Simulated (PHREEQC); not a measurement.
Synthetic water in mmol/kgw, 25 °C, pH 6.73, pe 10.8: Na 0.0131; K 0.000116; Ca 0.012; Mg 0.003; Cl 0.00669; S(6) 0.0133; Alkalinity (meq/kgw) 0.0104; Cu(2) 1.26e-05; O(0) (counted as O atoms) 0.000503; Sr 0.000108; Li 9.85e-06; B 6.6e-06.

Valence states are taken as typed.

Model: ion-association model, wateq4f.dat, run in PHREEQC.

Precipitation was switched off in this run.

Task: What charge-balance error does the model give?

Result: charge-balance error -0.3 %.

Task: In which forms is C present?

Result: HCO3- 71 %, CO2 29 % of the C.

Species that the database lacks are ignored. The database's constant for dissolved Cu(OH)2 is higher than later reviews accept.
